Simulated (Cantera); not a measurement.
## Silicon nitride deposition: Si2Cl6 + NH3

Feed: 1 mol Si2Cl6, 43 mol NH3, held at 25.0 Pa.

Equilibrium computed with Cantera from the NASA thermochemical tables; the gas is ideal and each condensed phase is pure. Candidate condensed phases: NH4Cl, Si, Si3N4; 28 gas species. The feed counts by its element totals alone. The tables' values for SiCl, SiN, SiCl3 are old estimates; treat these amounts as uncertain. Gases not in the tables: Si2H6 and higher silanes. The numbers say what is thermodynamically allowed, not how fast it happens.

```tsv
T (K)	x H2	x N2	x H	x HCl	x Si	x SiCl2	x Cl	n Si3N4(s)	n Si(s)	n Si(l)
798	0.702	0.230	1.41e-10	0.0684	<1e-12	1.49e-10	1.43e-11	0.666	0	0
898	0.702	0.230	5.80e-9	0.0684	<1e-12	1.30e-8	5.52e-10	0.667	0	0
998	0.702	0.230	1.14e-7	0.0684	<1e-12	4.60e-7	1.04e-8	0.667	0	0
1098	0.702	0.230	1.31e-6	0.0684	<1e-12	8.43e-6	1.15e-7	0.666	0	0
1198	0.702	0.230	1.01e-5	0.0682	3.09e-11	9.39e-5	8.50e-7	0.664	0	0
1298	0.702	0.230	5.68e-5	0.0670	6.61e-9	0.000691	4.57e-6	0.646	0	0
1398	0.703	0.232	0.000251	0.0616	6.47e-7	0.00330	1.81e-5	0.569	0	0
1498	0.706	0.235	0.000913	0.0492	3.39e-5	0.00930	5.14e-5	0.391	0	0
1598	0.699	0.241	0.00281	0.0461	0.000374	0.0105	0.000147	0	1.02	0
1698	0.693	0.240	0.00762	0.0451	0.00263	0.0105	0.000385	0	0	0.773
1798	0.677	0.236	0.0183	0.0460	0.0115	0.00905	0.000953	0	0	0
1898	0.650	0.232	0.0399	0.0535	0.0164	0.00399	0.00248	0	0	0
1998	0.613	0.227	0.0794	0.0547	0.0189	0.00130	0.00528	0	0	0
```
x: gas mole fraction; n: condensed amount in mol.

From 798 K to 1498 K the condensed part is Si3N4(s). At 1598 K the condensed part is Si(s). At 1698 K the condensed part is Si(l). From 1798 K to 1998 K nothing is condensed. The main Si-bearing gas is SiCl4 at 798 K and Si at 1998 K.
